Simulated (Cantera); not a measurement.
**Catalytic stagnation flow on Pt**

A jet of CH4 : O2 : N2 = 0.021 : 0.16 : 0.79 (molar parts), equivalence ratio 0.26 at 300 K and 2500 Pa hits a platinum plate 8.1 cm away at a mass flux of 0.049 kg/m²/s; the plate temperature is set and raised in steps from an oxygen-covered start.

Detailed kinetics in Cantera: Deutschmann's 1995 Pt surface mechanism with GRI-Mech 3.0 gas chemistry. Catalytic surfaces can have several steady states; this one follows from the mechanism file's or the stated starting coverage.

| plate T (K) | wall x CH4 | wall x O2 | wall x H2O | wall x OH | wall x CO | wall x CO2 | θ free Pt | θ O* |
|---|---|---|---|---|---|---|---|---|
| 950 | 0.0137 | 0.148 | 0.0147 | 1.13e-7 | 8.17e-6 | 0.00969 | 0.321 | 0.678 |
| 1000 | 0.0114 | 0.143 | 0.0190 | 3.18e-7 | 9.24e-6 | 0.0125 | 0.395 | 0.605 |
| 1050 | 0.00945 | 0.139 | 0.0225 | 7.89e-7 | 1.03e-5 | 0.0149 | 0.467 | 0.533 |
| 1100 | 0.00794 | 0.136 | 0.0253 | 1.76e-6 | 1.16e-5 | 0.0167 | 0.536 | 0.464 |
| 1150 | 0.00679 | 0.133 | 0.0273 | 3.57e-6 | 1.31e-5 | 0.0180 | 0.601 | 0.399 |
x: mole fraction at the wall; θ: surface coverage.
